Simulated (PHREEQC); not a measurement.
PHREEQC input (ion-association model, wateq4f.dat):

```
SOLUTION_MASTER_SPECIES
  An  An-  0  An  62.0  # stands for a non-complexing anion
SOLUTION_SPECIES
  An- = An-
    -log_k 0
    -gamma 3.0 0
PHASES
  Fix_H+
    H+ = H+
    -log_k 0
SOLUTION 1
  temp 25
  units mmol/kgw
  pH 7 charge
  Cl 0.1122
  Pb 0.056
  Ni 0.0001
  Na 50
  An 50
END
SELECTED_OUTPUT 1
  -reset false
  -pH true
  -pe true
  -ionic_strength true
  -water true
  -totals Cl Na Ni Pb
  -molalities Hfo_wOH Hfo_wOH2+ Hfo_wO- Hfo_sOH Hfo_sOH2+ Hfo_sO- Hfo_sONi+ Hfo_wONi+ Hfo_sOPb+ Hfo_wOPb+
  -saturation_indices Litharge Cotunnite Laurionite Ni(OH)2 Halite
USER_PUNCH 1
  -headings sigma psi
  10 PUNCH EDL("sigma", "Hfo"), EDL("psi", "Hfo")
PRINT
  -reset false
USE solution 1
SURFACE 1
  Hfo_wOH 7.64045e-05 600 0.034
  Hfo_sOH 1.91011e-06
EQUILIBRIUM_PHASES 1
  Fix_H+ -3 HAn 10
    -force_equality true
  O2(g) -0.68 10
END
# ... the last block is repeated for the other 12 points of pH, with NaOH or the acid as the point needs
```

Selected output (columns that matter, 12 of 13 rows; pH added in front):

```
pH	mu	Na	Ni	Pb	m_Hfo_wOH	m_Hfo_wOH2+	m_Hfo_wO-	m_Hfo_sOH	si_Litharge	si_Cotunnite	si_Ni(OH)2	si_Halite	sigma	psi
3	0.051378	0.05	1e-07	5.5899e-05	2.7339e-06	7.3668e-05	2.3242e-09	6.4746e-08	-11.32	-7.9117	-12.147	-7.0096	0.35717	0.16916
3.67	0.05045	0.05	1e-07	5.5001e-05	9.6893e-06	6.6679e-05	3.2255e-08	1.1596e-07	-9.9846	-7.9153	-10.805	-7.0084	0.32375	0.16459
4.33	0.050245	0.05	1e-07	5.413e-05	2.2901e-05	5.3216e-05	2.2577e-07	3.0312e-08	-8.6711	-7.9215	-9.4844	-7.0081	0.25983	0.15344
5	0.050191	0.05	9.9997e-08	5.3185e-05	3.7626e-05	3.699e-05	8.7681e-07	3.5083e-09	-7.339	-7.9293	-8.1442	-7.0081	0.18415	0.13591
5.67	0.050152	0.05	9.9969e-08	4.5295e-05	4.5876e-05	1.9225e-05	2.508e-06	4.4487e-10	-6.0703	-8.0005	-6.8043	-7.008	0.12971	0.11818
6.33	0.050128	0.050031	9.9851e-08	2.8258e-05	3.8473e-05	4.4087e-06	7.6913e-06	1.2706e-10	-4.9629	-8.2127	-5.4848	-7.0075	0.11569	0.11245
7.67	0.05011	0.050074	9.9042e-08	1.0736e-05	8.0825e-06	6.0086e-08	2.4907e-05	1.5906e-11	-2.8725	-8.802	-2.8098	-7.007	0.096577	0.10345
8.33	0.050109	0.050085	9.7666e-08	9.9951e-06	3.0356e-06	7.2136e-09	2.9264e-05	5.8736e-12	-1.9445	-9.1939	-1.5022	-7.0068	0.079228	0.093709
9	0.050119	0.050103	9.2411e-08	1.1493e-05	1.3299e-06	1.2479e-09	3.2469e-05	2.6637e-12	-1.1976	-9.787	-0.2282	-7.0067	0.056983	0.077946
9.67	0.050167	0.050158	7.92e-08	1.3734e-05	7.7384e-07	3.8913e-10	3.5254e-05	1.636e-12	-0.7149	-10.644	0.7158	-7.0063	0.033266	0.054338
10.33	0.050379	0.050375	7.6594e-08	1.5998e-05	6.5092e-07	2.5789e-10	3.7637e-05	1.4579e-12	-0.5613	-11.811	0.9457	-7.0047	0.011298	0.02142
11	0.051367	0.051365	7.6412e-08	1.864e-05	8.5847e-07	4.2132e-10	4.0072e-05	2.066e-12	-0.8058	-13.397	0.7358	-6.9975	-0.012713	-0.023715
```

Along this series the solution becomes supersaturated in solids that the run did not let form, among them Ni(OH)2. The oxide is taken as insoluble; below pH 4 it would dissolve.
